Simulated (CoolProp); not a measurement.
Vapour-liquid equilibrium of R125 (1) + dimethyl ether (2) at 0.369 MPa; x and y are mole fractions of (1).

The numbers come from the multi-fluid Helmholtz-energy mixture model, Lemmon 2005 and Wu 2011; pair parameters Bell 2016 in CoolProp.

| x | bubble temperature, mixture model (K) | bubble temperature, Raoult's law (K) | y, mixture model | y, Raoult's law |
|---|---|---|---|---|
| 0.05 | 282.0 | 280.6 | [?] | 0.114 |
| 0.2 | [?] | 274.9 | 0.284 | 0.385 |
| 0.35 | [?] | 270.1 | 0.492 | 0.578 |
| 0.5 | 271.8 | 266.0 | [?] | 0.721 |
| 0.65 | [?] | 262.4 | [?] | 0.829 |
| 0.8 | 261.6 | 259.3 | 0.933 | 0.914 |
| 0.95 | 256.9 | 256.4 | 0.989 | 0.981 |

**Question.** Complete the blanks.

**Answer.** 
- 0.05, y, mixture model: 0.071
- 0.2, bubble temperature, mixture model (K): 279.4
- 0.35, bubble temperature, mixture model (K): 276.1
- 0.5, y, mixture model: 0.680
- 0.65, bubble temperature, mixture model (K): 266.9
- 0.65, y, mixture model: 0.831

The largest gap from Raoult's law is +6.0 K in bubble temperature, at x = 0.35. No azeotrope shows between x = 0.05 and 0.95.

The pair parameters rest on a limited set of measurements; away from them the model extrapolates.
